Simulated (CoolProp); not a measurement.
Properties of R124 along the isotherm 441 K (Tc = 395.4 K, pc = 36.24 bar, ω = 0.288).

Computed with CoolProp (reference Helmholtz-energy equation of state, de Vries 1995).

```
p (bar)          phase  density (kg/m³)  fugacity coefficient
-------  -------------  ---------------  --------------------
1.15               gas            4.313                0.9925
2.61               gas            9.885                0.9830
5.94               gas            23.02                0.9616
13.5               gas            55.36                0.9138
30.7               gas            147.4                0.8092
70       supercritical            580.4                0.5930
159      supercritical            963.5                0.3909
362      supercritical             1159                0.3466
```
